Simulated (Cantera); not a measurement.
What does this Cantera script print?

```python
import numpy as np
import cantera as ct

gas = ct.Solution("gri30.yaml")
gas.TPX = 1123, 890000, {'CO': 0.0022, 'O2': 0.031, 'H2O': 0.00033, 'N2': 1}
reactor = ct.IdealGasConstPressureReactor(gas, energy="off", clone=False)
net = ct.ReactorNet([reactor])
net.rtol, net.atol = 1e-08, 1e-18
show = ['CO', 'O2', 'H2O', 'O', 'N2O', 'H', 'HO2']
times = np.geomspace(1e-06, 40, 13)

steps = ct.SolutionArray(gas, extra=["t"])
rows = []
print(f"{'t/s':>10s}{'T/K':>9s}{'P/Pa':>11s}" + "".join(f"{s:>11s}" for s in show))
for t in times:
    while net.time < t:
        t_next = net.step()
        steps.append(gas.state, t=t_next)
    rows.append([np.interp(t, steps.t, y) for y in (steps.T, steps.P, *steps(*show).X.T)])
    print(f"{t:10.3e}{rows[-1][0]:9.1f}{rows[-1][1]:11.4g}" + "".join(f"{x:11.3e}" for x in rows[-1][2:]))
rate = np.gradient(steps.T, steps.t)
print("integrator steps:", len(steps.t))
if steps.T.max() > steps.T[0] + 200:
    print(f"time of steepest temperature rise: {steps.t[rate.argmax()]:.4e} s")
gas.TPX = 1123, 890000, {'CO': 0.0022, 'O2': 0.031, 'H2O': 0.00033, 'N2': 1}
gas.equilibrate("TP")
print(f"equilibrium (TP): T = {gas.T:.1f} K  " + "  ".join(f"{s} {gas[s].X[0]:.3e}" for s in show))
```

Output:

```
       t/s      T/K       P/Pa         CO         O2        H2O          O        N2O          H        HO2
 1.000e-06   1123.0    8.9e+05  2.129e-03  2.999e-02  3.193e-04  7.580e-12  6.163e-17  1.038e-16  4.687e-15
 4.300e-06   1123.0    8.9e+05  2.129e-03  2.999e-02  3.193e-04  3.253e-11  1.081e-15  1.494e-15  2.260e-14
 1.849e-05   1123.0    8.9e+05  2.129e-03  2.999e-02  3.193e-04  1.387e-10  1.969e-14  2.048e-14  2.446e-13
 7.953e-05   1123.0    8.9e+05  2.129e-03  2.999e-02  3.193e-04  5.770e-10  3.549e-13  1.995e-13  7.726e-12
 3.420e-04   1123.0    8.9e+05  2.129e-03  2.999e-02  3.193e-04  2.173e-09  6.002e-12  1.108e-12  1.900e-10
 1.471e-03   1123.0    8.9e+05  2.129e-03  2.999e-02  3.193e-04  5.900e-09  8.056e-11  5.031e-12  2.815e-09
 6.325e-03   1123.0    8.9e+05  2.128e-03  2.999e-02  3.193e-04  1.215e-08  7.571e-10  2.800e-11  2.678e-08
 2.720e-02   1123.0    8.9e+05  2.120e-03  2.999e-02  3.191e-04  7.244e-08  1.286e-08  4.100e-10  3.636e-07
 1.170e-01   1123.0    8.9e+05  1.970e-03  2.992e-02  3.189e-04  1.132e-07  1.613e-07  8.265e-10  6.714e-07
 5.030e-01   1123.0    8.9e+05  1.420e-03  2.965e-02  3.189e-04  9.710e-08  7.012e-07  6.055e-10  5.981e-07
 2.163e+00   1123.0    8.9e+05  4.133e-04  2.916e-02  3.193e-04  5.303e-08  1.593e-06  1.896e-10  3.534e-07
 9.302e+00   1123.0    8.9e+05  3.936e-06  2.896e-02  3.196e-04  4.669e-09  5.851e-07  4.375e-12  2.025e-08
 4.000e+01   1123.0    8.9e+05  1.068e-11  2.896e-02  3.196e-04  2.539e-10  1.073e-08  1.741e-14  1.190e-10
integrator steps: 1286
equilibrium (TP): T = 1123.0 K  CO 1.062e-11  O2 2.894e-02  H2O 3.196e-04  O 2.524e-10  N2O 1.054e-08  H 1.735e-14  HO2 1.186e-10
```

Cantera simulation using GRI-Mech 3.0 (53 species, 325 reactions); the numbers are that mechanism's predictions, not measurements.
